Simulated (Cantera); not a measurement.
Input: 1 mol SiH2Cl2, 1.1 mol C2H2, 3.2 mol H2, 0.013 mol C3H8, at 1373 K and 1330 Pa.

Equilibrium computed with Cantera from the NASA thermochemical tables; the gas is ideal and each condensed phase is pure. Candidate condensed phases: C, C6H6, C7H8, C8H18, Si, SiC; 109 gas species. The tables' values for SiCl3 are old estimates; treat these amounts as uncertain. The numbers say what is thermodynamically allowed, not how fast it happens.

Base state: H2 0.689, HCl 0.308, SiCl2 0.00168, SiCl4 0.000531, SiCl3 0.000439, SiHCl3 7.52e-5, CH4 3.19e-5, H 2.39e-5 (mole fractions); condensed: C(graphite) + SiC(s).

### Question
What changes in the equilibrium state with this change: H2 from 3.2 to 71 mol?

### Answer
| species | before | after |
|---|---|---|
| H2 | 0.689 | 0.973 |
| HCl | 0.308 | 0.0270 |
| CH4 | 3.19e-5 | 6.35e-5 |
| SiCl2 | 0.00168 | 9.11e-6 |
| SiCl4 | 0.000531 | 1.56e-8 |
| SiCl3 | 0.000439 | 1.75e-7 |
| SiHCl3 | 7.52e-5 | 3.57e-8 |
| H | 2.39e-5 | 2.84e-5 |
| C(graphite), mol | 1.26 | 1.23 |
| SiC(s), mol | 0.983 | 0.999 |
